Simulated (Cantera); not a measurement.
Feed: 1 mol Si3N4, 0.32 mol O2, 3.7 mol H2, 0.6 mol CO2, held at 24.0 mbar.

Method: chemical equilibrium by Gibbs-energy minimisation in Cantera with the NASA 1993 tables (ideal gas, pure condensed phases). Candidate condensed phases: C, C6H6, C7H8, C8H18, H2O, Si, SiC, SiO2, Si2N2O, Si3N4; 151 gas species. Mutual solubility and eutectic melting of coexisting phases are not modelled. The tables' values for SiN are old estimates; treat these amounts as uncertain. Gases not in the tables: Si2H6 and higher silanes. Kinetics and transport are ignored.

Problem. At 2023 K, list the 5 most abundant gas species with their mole fractions, and the condensed phases.

Solution. H2 0.483, N2 0.263, SiO 0.178, CO 0.0645, H 0.00852. Condensed: Si(l) + SiC(s).
